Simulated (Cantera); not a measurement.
A closed system holds: 1 mol Ti(OiPr)4, 0.29 mol O2, 0.11 mol C3H8, held at 1150 K and 0.100 bar.

Method: chemical equilibrium by Gibbs-energy minimisation in Cantera with the NASA 1993 tables (ideal gas, pure condensed phases). Candidate condensed phases: C, C6H6, C7H8, C8H18, H2O, Ti, TiC, TiO, TiO2, Ti2O3, Ti3O5, Ti4O7; 113 gas species. The feed counts by its element totals alone. Rates play no part.

Base state: H2 0.846, CO 0.151, CH4 0.00168, H2O 0.000600, CO2 9.01e-5 (mole fractions); condensed: C(graphite) + TiO2(rutile).

Problem. What changes in the equilibrium state with this change: Ti(OiPr)4 replaced by Ti?

Solution. 
```csv
species,before,after
H2,0.846,1.00
CO,0.151,<1e-9
CH4,0.00168,<1e-9
H2O,0.000600,<1e-9
CO2,9.01e-5,<1e-9
"C(graphite), mol",9.73,0
"TiO2(rutile), mol",1.00,0
"Ti(α), mol",0,0.0900
"TiC(s), mol",0,0.330
"TiO(s), mol",0,0.580
```
Mutual solubility and eutectic melting of coexisting phases are not modelled. TiC, TiO: taken at fixed stoichiometry. Condensed phases not in the tables: solid solutions among these carbides, nitrides and lower oxides, N, O or C dissolved in the metal.
